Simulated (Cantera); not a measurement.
Input: 1 mol SiO₂, 1.8 mol H₂, at 823 K and 7.40 bar.

These are equilibrium values from Cantera (NASA tables, ideal gas, pure condensed phases), not measurements of a reactor. Candidate condensed phases: H₂O, Si, SiO₂; 18 gas species. The numbers say what is thermodynamically allowed, not how fast it happens.

Base state: H₂ 1.00 (mole fractions); condensed: SiO₂(α-quartz).

Task: What changes in the equilibrium state with this change: SiO₂ replaced by Al₂O₃?

Result: 
```tsv
species	before	after
H₂	1.00	1.00
SiO₂(α-quartz), mol	1.00	0
Al₂O₃(s), mol	0	1.00
```
Further candidate phases: Al, Al₂O₃.
